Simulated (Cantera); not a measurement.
Input: 1 mol CsOH, 0.039 mol H2, at 1798.15 K and 1.00 bar.

Method: chemical equilibrium by Gibbs-energy minimisation in Cantera with the NASA 1993 tables (ideal gas, pure condensed phases). Candidate condensed phases: Cs, CsOH, H2O; 15 gas species. Kinetics and transport are ignored.

Task: What is the equilibrium state?

Result: 
```json
{
 "x(CsOH)": "0.860",
 "x(H2O)": "0.0686",
 "x(Cs)": "0.0686",
 "x(H2)": "0.00199",
 "x(Cs2(OH)2)": "0.000421",
 "x(OH)": "3.57e-5",
 "x(CsO)": "2.23e-5",
 "x(Cs2)": "1.97e-5",
 "x(H)": "1.57e-5",
 "gas_amount": "1.075 mol",
 "log10 activity of CsOH(l) (absent)": "-1.48",
 "log10 activity of Cs(l) (absent)": "-2.83"
}
```
